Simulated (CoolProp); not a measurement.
A single-stage vapour-compression cycle with the fluid: evaporating at 261.15 K (dew point), condensing at 320.15 K (bubble point), superheat 10 K, subcooling 0 K, compressor efficiency 0.65, no pressure losses. The same conditions are run with several fluids, on thermodynamics alone (safety and materials aside).

Computed with CoolProp (reference Helmholtz-energy equation of state of each fluid (R143a: Lemmon and Jacobsen 2000; R227EA: Lemmon 2016; R125: Lemmon 2005; ammonia: Gao 2020; R1233zd(E): Akasaka 2022; propylene: Lemmon 2013)).

```
fluid       cooling COP  pressure ratio  discharge temperature (K)  refrigerating effect (kJ/kg)  volumetric capacity (kJ/m³)
----------  -----------  --------------  -------------------------  ----------------------------  ---------------------------
R143a              1.83            5.15                      354.4                             …                            …
R227EA             1.83            6.96                      328.9                          68.9                          665
R125               1.63            5.26                      344.3                          69.7                            …
ammonia               …            7.02                          …                          1050                            …
R1233zd(E)         2.28            9.64                      355.5                           146                          239
propylene          2.04            4.80                      364.4                             …                         2090
```

Question: Complete the blanks.

Answer: 
- R143a, refrigerating effect (kJ/kg): 114
- R143a, volumetric capacity (kJ/m³): 1980
- R125, volumetric capacity (kJ/m³): 1860
- ammonia, cooling COP: 2.20
- ammonia, discharge temperature (K): 486.1
- ammonia, volumetric capacity (kJ/m³): 2210
- propylene, refrigerating effect (kJ/kg): 256
